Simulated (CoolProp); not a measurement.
The fluid at 298.15 K and 1.87 MPa flows at 12 m/s in a round tube of 6 mm bore and 15 µm roughness, fully developed (64/Re and Nu = 3.66 if laminar; Colebrook and Gnielinski if turbulent). The same conditions are run with several fluids, on thermodynamics alone (safety and materials aside).

Computed with CoolProp (reference Helmholtz-energy equation of state of each fluid (n-heptane: Span 2003; R236EA: Rui 2013; m-xylene: Zhou 2012; n-pentane: Thol 2019; o-xylene: Zhou 2012)).

Question: Rank n-heptane, R236EA, m-xylene, n-pentane, o-xylene by Reynolds number, highest first.

Answer: R236EA (261000), n-pentane (243000), n-heptane (123000), m-xylene (105000), o-xylene (82200)

| fluid | Darcy friction factor | pressure drop (Pa/m) | heat-transfer coefficient (W/(m² K)) | mass flow (kg/h) |
|---|---|---|---|---|
| n-heptane | 0.0261 | 213000 | 19800 | 832 |
| R236EA | 0.0255 | 438000 | 25400 | 1750 |
| m-xylene | 0.0263 | 272000 | 18400 | 1050 |
| n-pentane | 0.0255 | 191000 | 27200 | 762 |
| o-xylene | 0.0266 | 280000 | 16300 | 1070 |

Transport values come from each fluid's own correlations; those of R236EA, n-pentane are estimates that may be off by 10 % or more.
